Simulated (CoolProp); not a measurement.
The fluid at 319.15 K and 0.0318 MPa is compressed adiabatically to 0.126 MPa with isentropic efficiency 0.9. The same conditions are run with several fluids, on thermodynamics alone (safety and materials aside).

Computed with CoolProp (reference Helmholtz-energy equation of state of each fluid (c-C4F8 (RC318): Platzer 1990; R410A: Lemmon 2003; hydrogen chloride: Thol 2018; R1233zd(E): Akasaka 2022; R1336mzz(Z): McLinden 2020)). The equations of Platzer and Polt are older, rougher fits. Blends and air are pseudo-pure fits.

Task: Rank c-C4F8 (RC318), R410A, hydrogen chloride, R1233zd(E), R1336mzz(Z) by work (kJ/kg), highest first.

Result: hydrogen chloride (136), R410A (61.1), R1233zd(E) (32.3), R1336mzz(Z) (25.1), c-C4F8 (RC318) (20.7)

```json
[
 {"fluid": "c-C4F8 (RC318)", "final temperature (K)": "344.9", "final density (kg/m³)": "8.99"},
 {"fluid": "R410A", "final temperature (K)": "388.3", "final density (kg/m³)": "2.85"},
 {"fluid": "hydrogen chloride", "final temperature (K)": "489.6", "final density (kg/m³)": "1.13"},
 {"fluid": "R1233zd(E)", "final temperature (K)": "358.9", "final density (kg/m³)": "5.65"},
 {"fluid": "R1336mzz(Z)", "final temperature (K)": "348.7", "final density (kg/m³)": "7.42"}
]
```
